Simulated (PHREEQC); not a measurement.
1 kg of water holding 0.07 mol K2SO4 and 0.014 mol KCl is evaporated at 25 °C; the solids stay in contact with the brine. The system is closed to CO2. The run lets Arcanite, Misenite, Sylvite precipitate or redissolve, and no other solid.

The series has 28 steps of water left (kg), from 1 to 0.005012.

Equilibrium calculation in PHREEQC: Pitzer model, pitzer.dat.

Question: Which solids form, in which order, and at which step of the series does each first stand?

Answer: Arcanite from water left = 0.1156 kg.
